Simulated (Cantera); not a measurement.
Charge: 1 mol Si2Cl6, 0.021 mol HCl, 110 mol N2, 0.02 mol H2O, at 0.00210 bar.

These are equilibrium values from Cantera (NASA tables, ideal gas, pure condensed phases), not measurements of a reactor. Candidate condensed phases: H2O, NH4Cl, Si, SiO2, Si2N2O, Si3N4; 47 gas species. The feed counts by its element totals alone. N2 is the only nitrogen source here; it is nearly inert below about 1500 K, so the nitride shown seldom forms there in practice. Mutual solubility and eutectic melting of coexisting phases are not modelled. Kinetics and transport are ignored.

Q: What share of the Si ends up in condensed phases as a function of T (K), at 850, 950, 1050, 1150, 1250, 1350, 1450?

A: 
```
T (K)  Si condensed (%)                    as
-----  ----------------  --------------------
850                25.5  Si2N2O(s) + Si3N4(s)
950                25.5  Si2N2O(s) + Si3N4(s)
1050               25.3  Si2N2O(s) + Si3N4(s)
1150               23.8  Si2N2O(s) + Si3N4(s)
1250               14.3  Si2N2O(s) + Si3N4(s)
1350                1.9             Si2N2O(s)
1450                0.0                     -
```
